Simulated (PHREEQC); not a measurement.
A solution holds 0.013 mol/kgw NaOH, 0.0045 mol/kgw H3BO3 and 0.00018 mol/kgw Na2CO3, at 25 °C. Closed to the air; pH follows from the charge balance.

The numbers come from PHREEQC with the ion-association model, wateq4f.dat.

No solid was allowed to form.

### Question
Estimate the pH.

### Answer
pH 11.88.

### Question
In which forms is C present?

### Answer
CO3-2 85 %, NaCO3- 13 %, HCO3- 1.7 % of the C.
